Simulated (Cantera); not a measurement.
Input: 1 mol Fe₃O₄, 0.51 mol CO, 0.46 mol N₂, equilibrated at 1802 °C and 14.0 Pa.

Cantera equilibrium calculation (NASA polynomials, part measured and part estimated; ideal gas, pure solids and liquids). Candidate condensed phases: C, Fe, Fe(CO)₅, FeO, Fe₂O₃, Fe₃O₄; 27 gas species. The tables' stoichiometric FeO is somewhat more stable than real wüstite, so its field is too wide. FeO: taken at fixed stoichiometry. The numbers say what is thermodynamically allowed, not how fast it happens.

Base state: Fe 0.243, O₂ 0.231, N₂ 0.192, CO₂ 0.151, FeO 0.0658, CO 0.0643, O 0.0474, NO 0.00484 (mole fractions); condensed: FeO(l).

**Question.** What changes in the equilibrium state with this change: 0.39 mol H₂ added?

**Answer.** 
| species | before | after |
|---|---|---|
| Fe | 0.243 | 0.286 |
| O₂ | 0.231 | 0.167 |
| N₂ | 0.192 | 0.139 |
| H₂O | 0 | 0.0878 |
| OH | 0 | 0.0237 |
| H | 0 | 0.0214 |
| CO₂ | 0.151 | 0.104 |
| CO | 0.0643 | 0.0521 |
| O | 0.0474 | 0.0402 |
| FeO | 0.0658 | 0.0658 |
| H₂ | 0 | 0.00906 |
| Fe(OH)₂ | 0 | 4.79e-5 |
| NO | 0.00484 | 0.00350 |
| FeO(l), mol | 2.27 | 1.85 |
Further candidate phases: C₆H₆, C₇H₈, C₈H₁₈, Fe(OH)₂, Fe(OH)₃, H₂O.
